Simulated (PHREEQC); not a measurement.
Consider water at 25 °C with 0.098 mol/kgw ZnCl2, 7.1e-05 mol/kgw NaCl and 0.0045 mol/kgw FeSO4. Closed to the air; pH follows from the charge balance.

Computed with PHREEQC (ion-association model, phreeqc.dat).

Precipitation was switched off in this run.

Q: Order these Fe species by the share of Fe that they hold, largest first: Fe+2, FeCl+, FeSO4.

A: Fe+2 (91 %), FeCl+ (6.4 %), FeSO4 (2.2 %)

Q: Order these Zn species by the share of Zn that they hold, largest first: ZnSO4, ZnCl+, Zn+2, ZnCl3-, ZnCl2.

A: Zn+2 (85 %), ZnCl+ (11 %), ZnSO4 (2.5 %), ZnCl2 (0.95 %), ZnCl3- (0.21 %)

The pH is 5.02 and the ionic strength 0.276 mol/kgw.
